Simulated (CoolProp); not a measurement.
Values from CoolProp's reference Helmholtz-energy equation of state, Tillner-Roth 1994.

For R134a, give the phase and the Z, expansivity (1/kK), viscosity (µPa s) at -64.45 °C and 19.3 bar; -42.55 °C and 19.3 bar.


- -64.45 °C and 19.3 bar: liquid; Z 0.0762, expansivity 1.83, viscosity 735
- -42.55 °C and 19.3 bar: liquid; Z 0.0719, expansivity 1.98, viscosity 496

Viscosity comes from a separate model (Huber 2003), an estimate that may be off by 10 % or more.
